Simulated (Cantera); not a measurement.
Feed: 1 mol Si, 2.4 mol HCl, 1.3 mol H2, equilibrated at 725 K and 100000 Pa.

These are equilibrium values from Cantera (NASA tables, ideal gas, pure condensed phases), not measurements of a reactor. Candidate condensed phases: Si; 19 gas species. The tables' values for SiCl3 are old estimates; treat these amounts as uncertain. Equilibrium is a limit: real reactors are often held back by kinetics, nucleation or transport.

Base state: H2 0.782, SiCl4 0.140, SiHCl3 0.0743, SiH2Cl2 0.00275, HCl 0.000455, SiH3Cl 2.22e-5, SiCl3 1.09e-5 (mole fractions); condensed: Si(s).

Question: What changes in the equilibrium state with this change: HCl from 2.4 to 0.57 mol?

Answer: 
```json
[
 {"species": "H2", "before": "0.782", "after": "0.906"},
 {"species": "SiCl4", "before": "0.140", "after": "0.0532"},
 {"species": "SiHCl3", "before": "0.0743", "after": "0.0387"},
 {"species": "SiCl3", "before": "1.09e-5", "after": "5.30e-6"},
 {"species": "SiH2Cl2", "before": "0.00275", "after": "0.00196"},
 {"species": "HCl", "before": "0.000455", "after": "0.000384"},
 {"species": "Si(s), mol", "before": "0.340", "after": "0.839"}
]
```
